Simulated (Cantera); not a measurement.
A closed system holds: 1 mol NH3, 0.2 mol O2, 1 mol H2, at 2750 K and 66.0 bar.

Cantera equilibrium calculation (NASA polynomials, part measured and part estimated; ideal gas, pure solids and liquids). Candidate condensed phases: H2O; 24 gas species. The ideal-gas law is rough above about 30 bar. Rates play no part.

Base state: H2 0.694, N2 0.166, H2O 0.132, H 0.00701, OH 0.000360, NH3 0.000128, NO 1.44e-5 (mole fractions); condensed: gas only.

Task: What changes in the equilibrium state with this change: NH3 replaced by H2O?

Result: 
```tsv
species	before	after
H2O	0.132	0.694
H2	0.694	0.298
H	0.00701	0.00460
N2	0.166	0
NH3	0.000128	0
NO	1.44e-5	0
O2	1.77e-7	2.63e-5
O	2.30e-6	2.81e-5
```
